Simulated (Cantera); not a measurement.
A freely propagating, adiabatic, planar premixed flame of 46.9 % H2, 11.2 % O2, 42.0 % N2, unburnt at 423 K and 1.01 bar; mixture-averaged transport, grid criteria slope 0.08 and curve 0.16, no radiation.

Detailed kinetics in Cantera: the H2/O2 subset of GRI-Mech 3.0, which has no nitrogen chemistry. Burning velocities carry a grid error of a few per cent, more on coarse grids.

x: mole fraction of selected species; z is measured from the peak of heat release.

```tsv
z (mm)	T (K)	u (m/s)	x H2	x O2	x H2O2	x H2O	x H	x O
-1.16	423	5.01	0.469	0.112	<1e-8	<1e-8	<1e-8	<1e-8
-0.771	423	5.01	0.469	0.112	<1e-8	<1e-8	<1e-8	<1e-8
-0.579	423	5.01	0.469	0.112	<1e-8	<1e-8	<1e-8	<1e-8
-0.386	423	5.01	0.469	0.112	<1e-8	1.92e-7	<1e-8	<1e-8
-0.193	451	5.31	0.464	0.112	1.06e-5	0.000784	6.52e-5	5.94e-6
-0.0964	735	8.41	0.429	0.105	3.80e-5	0.0238	0.00650	0.000219
0	1143	12.7	0.345	0.0733	3.20e-6	0.0952	0.0374	0.00207
0.0964	1419	15.7	0.262	0.0249	9.77e-7	0.188	0.0700	0.00280
0.193	1544	17.0	0.234	?	?	0.226	?	?
0.386	1653	18.1	0.233	0.000621	3.50e-7	0.237	0.0696	0.000818
0.771	1761	19.1	0.242	0.000262	2.16e-7	0.240	0.0552	0.000590
1.54	1866	20.1	0.251	0.000157	1.16e-7	0.243	0.0405	0.000367
3.09	1954	20.9	0.259	8.01e-5	5.75e-8	0.245	0.0278	0.000192
```

Question: What belongs in the gaps?

Answer: 
- 0.193, x O2: 0.00560
- 0.193, x H2O2: 5.48e-7
- 0.193, x H: 0.0777
- 0.193, x O: 0.00149
